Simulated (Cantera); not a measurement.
Cantera run:

```python
import numpy as np
import cantera as ct

gas_names = """
    CL CL2 H HCL H2 Si SiCL SiCL2 SiCL3 SiCL4 SiH SiHCL3 SiH2 SiH2CL2 SiH3 SiH3CL SiH4 Si2 Si3
""".split()
cond_names = """
    Si(cr) Si(L)
""".split()


def load(file, names, dense=False):
    # The tables refer to 1 bar. Condensed volumes are neglected.
    table = {s.name: s for s in ct.Species.list_from_file(file)}
    out = []
    for n in names:
        d = dict(table[n].input_data)
        d["thermo"] = dict(d["thermo"], **{"reference-pressure": 1e5})
        if dense:
            d["equation-of-state"] = {"model": "constant-volume", "density": "1e6 g/cm^3"}
        out.append(ct.Species.from_dict(d))
    return out


gas = ct.Solution(thermo="ideal-gas", species=load("nasa_gas.yaml", gas_names))
cond = {s.name: ct.Solution(thermo="fixed-stoichiometry", species=[s], name=s.name)
        for s in load("nasa_condensed.yaml", cond_names, dense=True)}
atoms = {
    'Si': {'Si': 1},
    'Cl2': {'CL': 2},
    'H2': {'H': 2},
}
top_T = {}  # K; cautious upper limits of use, not melting points


def equilibrate(T, P, feed):
    n = {}
    for name, mol in feed.items():
        for a, k in atoms[name].items():
            n[a] = n.get(a, 0.0) + k * mol
    gas.TPX = T, P, n
    mass = sum(n.values()) * gas.mean_molecular_weight
    gas.equilibrate("TP")
    valid = [c for c in cond.values() if c.min_temp <= T <= top_T.get(c.name, c.max_temp)]
    mix = ct.Mixture([(gas, mass / gas.mean_molecular_weight)] + [(c, 0.0) for c in valid])
    mix.T, mix.P = T, P
    mix.equilibrate("TP", solver="vcs", rtol=1e-11, max_steps=5000)
    return mix


results = []
feed = {'Si': 1, 'Cl2': 0.69, 'H2': 7.4}  # mol
T = 1373  # K
P = 10000  # Pa
mix = equilibrate(T, P, feed)
results.append((T, P, feed, dict(zip(mix.species_names, mix.species_moles))))
print(gas.report(threshold=1e-05))
for i in range(1, mix.n_phases):
    print(f"{mix.phase(i).name:16s} {mix.phase_moles(i):12.5e} mol")
```

Output:

```
       temperature   1373 K
          pressure   10000 Pa
           density   0.0078437 kg/m^3
  mean mol. weight   8.9542 kg/kmol
   phase of matter   gas

                          1 kg             1 kmol
                     ---------------   ---------------
          enthalpy        1.8028e+06        1.6143e+07  J
   internal energy         5.279e+05        4.7269e+06  J
           entropy             23664        2.1189e+05  J/K
    Gibbs function       -3.0687e+07       -2.7478e+08  J
 heat capacity c_p            3719.9             33309  J/K
 heat capacity c_v            2791.3             24994  J/K

                      mass frac. Y      mole frac. X     chem. pot. / RT
                     ---------------   ---------------   ---------------
               HCL           0.35402          0.086947           -37.972
                H2           0.19758           0.87757           -20.782
             SiCL2           0.27393           0.02478           -59.533
             SiCL3          0.066642         0.0044387           -87.114
             SiCL4          0.069766         0.0036772            -114.7
            SiHCL3           0.03551         0.0023476           -97.505
           SiH2CL2         0.0025015        0.00022177           -80.315
     [  +12 minor]        5.1783e-05        1.7234e-05

Si(cr)            7.15444e-01 mol
```

Method: chemical equilibrium by Gibbs-energy minimisation in Cantera with the NASA 1993 tables (ideal gas, pure condensed phases). The tables' values for SiCl3 are old estimates; treat these amounts as uncertain.
